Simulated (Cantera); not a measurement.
A Cantera script and its output.

```python
import numpy as np
import cantera as ct

gas = ct.Solution("gri30.yaml")
gas.TPX = 325, 500000, {'CH4': 1, 'O2': 2.06, 'N2': 7.75, 'H2O': 0.25}
flame = ct.FreeFlame(gas, width=0.013)
flame.set_refine_criteria(ratio=3, slope=0.08, curve=0.16)
flame.transport_model = "mixture-averaged"
flame.solve(loglevel=0, auto=True)
flame.transport_model = "multicomponent"
flame.soret_enabled = True
flame.solve(loglevel=0, refine_grid=True)
z, T = flame.grid, flame.T
thick = (T[-1] - T[0]) / np.gradient(T, z).max()
show = ['CH4', 'O2', 'H2O', 'NO2', 'C2H6', 'NO']
print(f"laminar burning velocity  {flame.velocity[0] * 100:.3f} cm/s")
print(f"burnt temperature         {T[-1]:.1f} K")
print(f"thermal thickness         {thick * 1e3:.4f} mm")
print(f"grid points               {len(z)}")
z0 = z[flame.heat_release_rate.argmax()]
print(f"{'z/mm':>9s}{'T/K':>9s}{'u/(m/s)':>9s}" + "".join(f"{s:>11s}" for s in show))
rows = []
for k in (-3, -2, -1.5, -1, -0.5, -0.25, 0, 0.25, 0.5, 1, 2, 4, 8):
    zz = z0 + k * thick
    rows.append([k * thick, np.interp(zz, z, T), np.interp(zz, z, flame.velocity),
                 *(np.interp(zz, z, flame.X[gas.species_index(s)]) for s in show)])
    print(f"{rows[-1][0] * 1e3:9.3f}{rows[-1][1]:9.1f}{rows[-1][2]:9.3f}" + "".join(f"{x:11.3e}" for x in rows[-1][3:]))
```

Output:

```
laminar burning velocity  18.961 cm/s
burnt temperature         2207.3 K
thermal thickness         0.1720 mm
grid points               145
     z/mm      T/K  u/(m/s)        CH4         O2        H2O        NO2       C2H6         NO
   -0.516    325.2    0.190  9.036e-02  1.862e-01  2.262e-02  3.434e-10  6.954e-09  7.011e-11
   -0.344    328.1    0.192  8.994e-02  1.861e-01  2.292e-02  8.874e-09  2.427e-07  1.403e-09
   -0.258    342.5    0.200  8.844e-02  1.855e-01  2.440e-02  6.617e-08  2.301e-06  9.604e-09
   -0.172    451.8    0.265  8.080e-02  1.790e-01  3.536e-02  6.683e-07  3.637e-05  1.415e-07
   -0.086    956.5    0.565  5.327e-02  1.360e-01  8.467e-02  2.142e-06  3.904e-04  3.318e-06
   -0.043   1390.7    0.826  2.786e-02  9.175e-02  1.284e-01  7.608e-07  6.380e-04  9.436e-06
    0.000   1809.6    1.078  4.330e-03  4.361e-02  1.710e-01  4.965e-08  6.086e-05  1.744e-05
    0.043   1976.8    1.171  7.295e-05  2.237e-02  1.848e-01  2.473e-08  1.921e-08  2.609e-05
    0.086   2044.5    1.206  7.358e-07  1.692e-02  1.883e-01  2.768e-08  2.963e-12  3.078e-05
    0.172   2112.1    1.242  3.344e-10  1.313e-02  1.926e-01  3.044e-08  6.556e-17  3.588e-05
    0.344   2163.8    1.269  1.634e-14  1.042e-02  1.965e-01  3.212e-08  1.296e-16  4.201e-05
    0.688   2192.8    1.284  1.650e-16  8.850e-03  1.987e-01  3.209e-08 -3.327e-18  4.968e-05
    1.376   2204.5    1.290  1.093e-16  8.194e-03  1.996e-01  3.490e-08  1.870e-18  6.109e-05
```

Computed with Cantera and GRI-Mech 3.0 (53 species, 325 reactions). Burning velocities carry a grid error of a few per cent, more on coarse grids.
